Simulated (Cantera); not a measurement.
What does this Cantera script print?

```python
import numpy as np
import cantera as ct

gas_names = """
    AL ALN AL2 N N2
""".split()
cond_names = """
    AL(cr) AL(L) ALN(s)
""".split()


# ... load() reads the species with a 1 bar reference pressure and builds the phases ...
atoms = {
    'Al': {'AL': 1},
    'N2': {'N': 2},
}
top_T = {'ALN(s)': 2750}  # K; cautious upper limits of use, not melting points


# ... equilibrate(T, P, feed) seeds the gas with the atoms and calls Mixture.equilibrate('TP', solver="vcs", rtol=1e-11, max_steps=5000) ...
results = []
feed = {'Al': 1, 'N2': 14}  # mol
T = 1925  # K
P = 1333.22  # Pa
mix = equilibrate(T, P, feed)
results.append((T, P, feed, dict(zip(mix.species_names, mix.species_moles))))
print(gas.report(threshold=1e-05))
for i in range(1, mix.n_phases):
    print(f"{mix.phase(i).name:16s} {mix.phase_moles(i):12.5e} mol")
```

Result:

```
       temperature   1925 K
          pressure   1333.2 Pa
           density   0.0023333 kg/m^3
  mean mol. weight   28.011 kg/kmol
   phase of matter   gas

                          1 kg             1 kmol
                     ---------------   ---------------
          enthalpy          1.94e+06         5.434e+07  J
   internal energy        1.3686e+06        3.8335e+07  J
           entropy             10232         2.866e+05  J/K
    Gibbs function       -1.7756e+07       -4.9736e+08  J
 heat capacity c_p            1278.7             35819  J/K
 heat capacity c_v            981.92             27504  J/K

                      mass frac. Y      mole frac. X     chem. pot. / RT
                     ---------------   ---------------   ---------------
                AL         0.0029302          0.003042            -11.88
                N2           0.99707           0.99696           -31.133
     [   +3 minor]        1.1019e-07        5.9085e-08

AL(L)             0.00000e+00 mol
ALN(s)            9.58744e-01 mol
```

Equilibrium computed with Cantera from the NASA thermochemical tables; the gas is ideal and each condensed phase is pure.
